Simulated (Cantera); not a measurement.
**Adiabatic ignition**

An adiabatic, constant-pressure homogeneous reactor starts with CH4 : H2 : O2 : N2 = 1 : 0.29 : 1.79 : 15.4 (molar parts), equivalence ratio 1.2, at 1373 K and 13500 Torr.

Computed with Cantera and GRI-Mech 3.0 (53 species, 325 reactions). The pressure lies above the range GRI-Mech 3.0 was tuned for (to about 10 atm).

| t (s) | T (K) | x CH4 | x H2 | x O2 | x NO | x N2O | x C2H6 | x CO2 |
|---|---|---|---|---|---|---|---|---|
| 3.00e-6 | 1373 | 0.0541 | 0.0157 | 0.0969 | <1e-12 | 1.56e-12 | 1.91e-10 | 1.33e-12 |
| 9.53e-6 | 1373 | 0.0541 | 0.0157 | 0.0969 | <1e-12 | 1.65e-11 | 1.23e-8 | 7.43e-11 |
| 3.03e-5 | 1373 | 0.0541 | 0.0157 | 0.0968 | <1e-12 | 3.33e-10 | 4.10e-6 | 2.94e-8 |
| 9.62e-5 | 1387 | 0.0521 | 0.0153 | 0.0953 | 1.12e-11 | 6.77e-9 | 0.000378 | 6.01e-6 |
| 0.000306 | 2334 | 1.26e-12 | 0.0147 | 2.78e-5 | 4.31e-5 | 4.13e-8 | <1e-12 | 0.0300 |
| 0.000972 | 2335 | 1.47e-12 | 0.0147 | 1.92e-5 | 5.26e-5 | 3.58e-8 | <1e-12 | 0.0301 |
| 0.00309 | 2335 | 1.48e-12 | 0.0147 | 1.91e-5 | 7.96e-5 | 3.63e-8 | <1e-12 | 0.0300 |
| 0.00981 | 2334 | 1.50e-12 | 0.0147 | 1.89e-5 | 0.000133 | 3.80e-8 | <1e-12 | 0.0300 |
| 0.0312 | 2334 | 1.51e-12 | 0.0147 | 1.88e-5 | 0.000163 | 3.93e-8 | <1e-12 | 0.0300 |
| 0.0990 | 2334 | 1.51e-12 | 0.0147 | 1.88e-5 | 0.000163 | 3.93e-8 | <1e-12 | 0.0300 |
| 0.315 | 2334 | 1.51e-12 | 0.0147 | 1.88e-5 | 0.000163 | 3.93e-8 | <1e-12 | 0.0300 |
| 1.00 | 2334 | 1.51e-12 | 0.0147 | 1.88e-5 | 0.000163 | 3.93e-8 | <1e-12 | 0.0300 |
x: mole fraction; the columns are a selection and need not sum to one.

```yaml
time_of_steepest_temperature_rise: 0.225 ms
temperature at 1.00 s: 2334 K
equilibrium_temperature: 2334 K
x(CH4) at 1.00 s: 1.51e-12 (gas-phase equilibrium 1.70e-12)
x(H2) at 1.00 s: 0.0147 (gas-phase equilibrium 0.0147)
x(O2) at 1.00 s: 1.88e-5 (gas-phase equilibrium 1.88e-5)
```
